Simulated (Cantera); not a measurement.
Feed: 1 mol NaCl, 0.086 mol HF, 100 mol H2, held at 1052 °C and 1.00 bar.

These are equilibrium values from Cantera (NASA tables, ideal gas, pure condensed phases), not measurements of a reactor. Candidate condensed phases: Na, NaCl, NaF; 23 gas species. Kinetics and transport are ignored.

Base state: H2 0.990, NaCl 0.00754, Na2Cl2 0.00108, HF 0.000797, HCl 0.000201, Na 0.000145, NaF 5.04e-5 (mole fractions); condensed: gas only.

**Question.** What changes in the equilibrium state with this change: temperature from 1052 °C to 1875 °C?

**Answer.** 
```json
[
 {"species": "H2", "before": "0.990", "after": "0.981"},
 {"species": "NaCl", "before": "0.00754", "after": "0.00547"},
 {"species": "HCl", "before": "0.000201", "after": "0.00437"},
 {"species": "Na", "before": "0.000145", "after": "0.00433"},
 {"species": "Cl", "before": "<1e-9", "after": "1.35e-5"},
 {"species": "H", "before": "1.63e-6", "after": "0.00413"}
]
```
